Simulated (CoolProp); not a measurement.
A Linde-Hampson liquefier for carbon monoxide: isothermal reversible compression at 280 K from 1 atm to 30 MPa, throttling to 1 atm, return gas leaving the recuperator 0 K below the feed. Each further row changes one setting.

The numbers come from the reference Helmholtz-energy equation of state, Lemmon 2006 in CoolProp. It is a short technical equation, of lower accuracy than the large ones.

| case | liquid yield per pass | compression work (kJ/kg of gas) |
|---|---|---|
| as stated | … | 472 |
| high pressure 60 MPa | … | … |
| warm-end temperature 310 K | … | … |
| warm-end gap 5 K | … | 472 |

Question: Fill in the missing entries.

Answer: 
- as stated, liquid yield per pass: 0.124
- high pressure 60 MPa, liquid yield per pass: 0.115
- high pressure 60 MPa, compression work (kJ/kg of gas): 546
- warm-end temperature 310 K, liquid yield per pass: 0.092
- warm-end temperature 310 K, compression work (kJ/kg of gas): 527
- warm-end gap 5 K, liquid yield per pass: 0.113
